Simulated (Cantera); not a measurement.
Charge: 1 mol MgSO4, 6.9 mol CO2, held at 1523.15 K and 825 Torr.

Method: chemical equilibrium by Gibbs-energy minimisation in Cantera with the NASA 1993 tables (ideal gas, pure condensed phases). Equilibrium is a limit: real reactors are often held back by kinetics, nucleation or transport.

| species | before | after |
|---|---|---|
| CO2 | 0.822 | 0.995 |
| SO2 | 0.118 | 0.00349 |
| O2 | 0.0591 | 0.00174 |
| CO | 2.22e-5 | 3.03e-8 |
| SO3 | 0.00100 | 9.50e-5 |
| MgO(s), mol | 1.00 | 0.0248 |
| MgSO4(s), mol | 0 | 0.975 |
Gas species are given as mole fractions.

Question: What was changed between the two runs?
A) CO2 from 6.9 to 2.5 mol
B) temperature from 1523.15 K to 1800 K
C) temperature from 1523.15 K to 1100 K
D) pressure from 825 Torr to 0.750 Torr

Answer: C, temperature from 1523.15 K to 1100 K. Mutual solubility and eutectic melting of coexisting phases are not modelled
